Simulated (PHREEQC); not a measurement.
Polishing slurry liquid: an equilibrium model

Solution (25 °C): 0.00043 mol HNO3, 2.8e-07 mol H4SiO4 and 0.00025 mol CO2 per kg of water. Closed to the air; pH follows from the charge balance.

Computed with PHREEQC (ion-association model, phreeqc.dat).

```
Property                         Value
--------------------  ----------------
pH                                3.38
ionic strength        0.000430 mol/kgw
specific conductance         178 µS/cm
total alkalinity         -0.430 meq/kg
```

| species | molality | activity | log γ |
|---|---|---|---|
| H+ | 0.000430 | 0.000420 | -0.010 |
| NO3- | 0.000430 | 0.000420 | -0.010 |
| CO2 | 0.000250 | 0.000250 | 0.000 |
| H4SiO4 | 2.80e-7 | 2.80e-7 | 0.000 |
| HCO3- | 2.70e-7 | 2.64e-7 | -0.010 |
| (CO2)2 | 1.15e-9 | 1.15e-9 | 0.000 |

No solid was allowed to form. Complexes and solids missing from the database can't appear.
